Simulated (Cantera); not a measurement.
Input (Python, Cantera) and output of one run.

```python
import numpy as np
import cantera as ct

gas_names = """
    Electron C C+ C- CH CH+ CH2 CH3 CH2OH CH3O CH4 CH3OH CN CN+ CN- CO CO+ CO2 CO2+ COOH C2 C2+ C2- C2H
    CHCO,ketyl C2H2,acetylene C2H2,vinylidene CH2CO,ketene C2H3,vinyl CH3CN CH3CO,acetyl C2H4
    C2H4O,ethylen CH3CHO,ethanal CH3COOH (HCOOH)2 C2H5 C2H6 CH3OCH3 C2H5OH CCN CNC C2N2 C2O C3
    C3H3,propargyl C3H4,allene C3H4,propyne C3H4,cyclo- C3H5,allyl C3H6,propylene C3H6,cyclo- C3H6O
    C3H7,n-propyl C3H7,i-propyl C3H8 C3H8O,1propanol C3H8O,2propanol C3O2 C4 C4H2 C4H4,1,3-cyclo-
    C4H6,butadiene C4H6,2-butyne C4H6,cyclo- C4H8,1-butene C4H8,cis2-buten C4H8,tr2-butene
    C4H8,isobutene C4H8,cyclo- (CH3COOH)2 C4H9,n-butyl C4H9,i-butyl C4H9,s-butyl C4H9,t-butyl
    C4H10,isobutane C4H10,n-butane C4N2 C5 C5H6,1,3cyclo- C5H8,cyclo- C5H10,1-pentene C5H10,cyclo-
    C5H11,pentyl C5H11,t-pentyl C5H12,n-pentane C5H12,i-pentane CH3C(CH3)2CH3 C6H2 C6H5,phenyl
    C6H5O,phenoxy C6H6 C6H5OH,phenol C6H10,cyclo- C6H12,1-hexene C6H12,cyclo- C6H13,n-hexyl C7H7,benzyl
    C7H8 C7H8O,cresol C7H14,1-heptene C7H15,n-heptyl C7H16,n-heptane C8H8,styrene C8H10,ethylbenz
    C8H16,1-octene C8H17,n-octyl C8H18,isooctane C8H18,n-octane C9H19,n-nonyl C10H8,naphthale
    C10H21,n-decyl C12H9,o-bipheny C12H10,bipheny H H+ H- HCN HCO HCO+ HCCN HNC HNCO HNO HNO2 HNO3 HO2
    H2 H2+ H2- HCHO,formaldehy HCOOH H2O H2O+ H2O2 H3O+ N N+ N- NCO NH NH+ NH2 NH3 NH2OH NH4+ NO NO+ NO2
    NO2- NO3 NO3- N2 N2+ N2- N2H2 N2H4 N2O N2O+ O O+ O- OH OH+ OH- O2 O2+ O2- O3
""".split()
cond_names = """
    C(gr) C6H6(L) C7H8(L) C8H18(L),n-octa H2O(s) H2O(L)
""".split()


def load(file, names, dense=False):
    # The tables refer to 1 bar. Condensed volumes are neglected.
    table = {s.name: s for s in ct.Species.list_from_file(file)}
    out = []
    for n in names:
        d = dict(table[n].input_data)
        d["thermo"] = dict(d["thermo"], **{"reference-pressure": 1e5})
        if dense:
            d["equation-of-state"] = {"model": "constant-volume", "density": "1e6 g/cm^3"}
        out.append(ct.Species.from_dict(d))
    return out


gas = ct.Solution(thermo="ideal-gas", species=load("nasa_gas.yaml", gas_names))
cond = {s.name: ct.Solution(thermo="fixed-stoichiometry", species=[s], name=s.name)
        for s in load("nasa_condensed.yaml", cond_names, dense=True)}
atoms = {
    'C2H4': {'C': 2, 'H': 4},
    'NH3': {'N': 1, 'H': 3},
    'H2O': {'H': 2, 'O': 1},
}
top_T = {'C(gr)': 4500}  # K; cautious upper limits of use, not melting points


def equilibrate(T, P, feed):
    n = {}
    for name, mol in feed.items():
        for a, k in atoms[name].items():
            n[a] = n.get(a, 0.0) + k * mol
    gas.TPX = T, P, n
    mass = sum(n.values()) * gas.mean_molecular_weight
    gas.equilibrate("TP")
    valid = [c for c in cond.values() if c.min_temp <= T <= top_T.get(c.name, c.max_temp)]
    mix = ct.Mixture([(gas, mass / gas.mean_molecular_weight)] + [(c, 0.0) for c in valid])
    mix.T, mix.P = T, P
    mix.equilibrate("TP", solver="vcs", rtol=1e-11, max_steps=5000)
    return mix


results = []
feed = {'C2H4': 1, 'NH3': 0.016, 'H2O': 0.027}  # mol
P = 4400000  # Pa
for T in [2000, 2500, 3000, 3500, 4000, 4500, 5000]:
    mix = equilibrate(T, P, feed)
    results.append((T, P, feed, dict(zip(mix.species_names, mix.species_moles))))

top = {s: max(r[3][s] / sum(r[3][g] for g in gas_names) for r in results) for s in gas_names}
cols = sorted((s for s in top if top[s] > 0.0001), key=lambda s: -top[s])[:7]
seen = [c for c in cond_names if any(r[3].get(c, 0) > 1e-12 for r in results)]
print("log10 of partial pressures in bar; condensed amounts in mol")
print(f"{'T/K':>10s}" + "".join(f"{s[:9]:>10s}" for s in cols + seen))
for T, P, feed, n in results:
    ng = sum(n[g] for g in gas_names)
    print(f"{T:10.4g}" + "".join(f"{np.log10(max(n[s] / ng * P / 1e5, 1e-99)):10.3f}" for s in cols)
          + "".join(f"{n.get(c, 0):10.4g}" for c in seen))
```

Result:

```
log10 of partial pressures in bar; condensed amounts in mol
       T/K        H2         H C2H2,acet       C2H        C3      C4H2         C     C(gr)
      2000     1.627    -1.975    -1.487    -6.817   -10.557    -4.998   -10.517     1.932
      2500     1.626    -0.787    -0.340    -3.896    -6.304    -2.690    -6.779     1.907
      3000     1.596    -0.004     0.389    -1.975    -3.506    -1.196    -4.295       1.7
      3500     1.502     0.522     0.834    -0.648    -1.534    -0.215    -2.527     1.099
      4000     1.320     0.862     0.988     0.220    -0.168     0.272    -1.237         0
      4500     1.211     1.145     0.742     0.507     0.286    -0.120    -0.436         0
      5000     1.037     1.327     0.299     0.531     0.410    -0.839     0.125         0
```

Method: chemical equilibrium by Gibbs-energy minimisation in Cantera with the NASA 1993 tables (ideal gas, pure condensed phases). The ideal-gas law is rough above about 30 bar.
